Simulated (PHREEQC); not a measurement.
Phosphoric acid bath: an equilibrium model

Consider water at 25 °C with 0.0019 mol H3PO4 per kg of water. Closed to the air; pH follows from the charge balance.

Equilibrium calculation in PHREEQC: ion-association model, phreeqc.dat.

This is a speciation only: nothing precipitates in the calculation.

Q: Estimate the pH, specific conductance, ionic strength.

A: pH 2.82; specific conductance 580 µS/cm; ionic strength 0.00157 mol/kgw.

Q: In which forms is P present?

A: H2PO4- 83 %, H3PO4 17 % of the P.
